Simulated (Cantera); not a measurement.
A perfectly stirred reactor is fed with 95.1 % N2O, 4.94 % H2O, at 1.00 atm; it is held at 1600 K, and followed from long to short residence time.

Computed with Cantera and GRI-Mech 3.0 (53 species, 325 reactions). GRI-Mech 3.0 was tuned for natural gas; its chemistry of N2O as a main component is partial and can be far from experiment. The temperature is held fixed by assumption; the heat of reaction is taken as removed at once.

**Question.** Predict: x(N2O) at τ = 3.50 s; x(H2O) at τ = 3.50 s; x(O) at τ = 3.50 s; x(HO2) at τ = 3.50 s; x(NO2) at τ = 3.50 s; x(N2O) at τ = 36.0 ms; x(H2O) at τ = 36.0 ms; x(O) at τ = 36.0 ms; x(HO2) at τ = 36.0 ms; x(NO2) at τ = 36.0 ms.

**Answer.** 
- x(N2O) at τ = 3.50 s = 0.00165
- x(H2O) at τ = 3.50 s = 0.0334
- x(O) at τ = 3.50 s = 1.80e-5
- x(HO2) at τ = 3.50 s = 4.52e-7
- x(NO2) at τ = 3.50 s = 0.000160
- x(N2O) at τ = 36.0 ms = 0.0998
- x(H2O) at τ = 36.0 ms = 0.0350
- x(O) at τ = 36.0 ms = 9.22e-5
- x(HO2) at τ = 36.0 ms = 1.68e-6
- x(NO2) at τ = 36.0 ms = 0.000670
